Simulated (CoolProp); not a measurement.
Saturation properties of R1234ze(E) (Tc = 382.5 K, pc = 3.635 MPa, ω = 0.313).

Computed with CoolProp (reference Helmholtz-energy equation of state, Thol 2016).

```json
[
 {"T (K)": "257.5", "p (MPa)": "0.1168", "liquid density (kg/m³)": "1284", "vapour density (kg/m³)": "6.525"},
 {"T (K)": "270.8", "p (MPa)": "0.1984", "liquid density (kg/m³)": "1247", "vapour density (kg/m³)": "10.78"},
 {"T (K)": "284.1", "p (MPa)": "0.3184", "liquid density (kg/m³)": "1207", "vapour density (kg/m³)": "16.97"},
 {"T (K)": "297.4", "p (MPa)": "0.4873", "liquid density (kg/m³)": "1166", "vapour density (kg/m³)": "25.73"},
 {"T (K)": "310.8", "p (MPa)": "0.7186", "liquid density (kg/m³)": "1120", "vapour density (kg/m³)": "38.03"},
 {"T (K)": "324.1", "p (MPa)": "1.022", "liquid density (kg/m³)": "1070", "vapour density (kg/m³)": "54.94"},
 {"T (K)": "337.4", "p (MPa)": "1.412", "liquid density (kg/m³)": "1014", "vapour density (kg/m³)": "78.50"},
 {"T (K)": "350.7", "p (MPa)": "1.904", "liquid density (kg/m³)": "946.6", "vapour density (kg/m³)": "112.4"}
]
```

It boils at 254.2 K under 1 atm.
